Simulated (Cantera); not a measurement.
## Carbon deposition, reforming and gasification: C2H2 + NH3

A closed system holds: 1 mol C2H2, 0.088 mol NH3, held at 18.0 bar.

These are equilibrium values from Cantera (NASA tables, ideal gas, pure condensed phases), not measurements of a reactor. Candidate condensed phases: C, C6H6, C7H8, C8H18; 92 gas species. The numbers say what is thermodynamically allowed, not how fast it happens.

From 675 K to 1975 K the condensed part is C(graphite). The main C-bearing gas is CH4 throughout.

```
T (K)  log p H2  log p CH4  log p N2  log p HCN  log p NH3  log p C2H2 (acetylene)  n C(graphite)
-----  --------  ---------  --------  ---------  ---------  ----------------------  -------------
675        0.02       1.20      0.10      -8.59      -1.81                    <-10           1.45
775        0.42       1.15      0.08      -7.06      -1.74                    <-10           1.48
875        0.71       1.07      0.04      -5.90      -1.73                   -9.91           1.54
975        0.92       0.94      0.00      -5.01      -1.78                   -8.32           1.62
1075       1.05       0.76     -0.05      -4.30      -1.88                   -7.07           1.71
1175       1.13       0.55     -0.10      -3.73      -2.01                   -6.06           1.81
1275       1.18       0.33     -0.13      -3.26      -2.16                   -5.24           1.88
1375       1.20       0.11     -0.14      -2.86      -2.30                   -4.55           1.92
1475       1.22      -0.10     -0.16      -2.52      -2.43                   -3.96           1.95
1575       1.23      -0.29     -0.16      -2.23      -2.55                   -3.45           1.97
1675       1.23      -0.46     -0.17      -1.97      -2.65                   -3.01           1.98
1775       1.23      -0.61     -0.17      -1.74      -2.75                   -2.61           1.98
1875       1.23      -0.75     -0.18      -1.53      -2.84                   -2.27           1.99
1975       1.23      -0.87     -0.18      -1.35      -2.92                   -1.95           1.99
```
log p: log10 of the partial pressure in bar; n: condensed amount in mol.
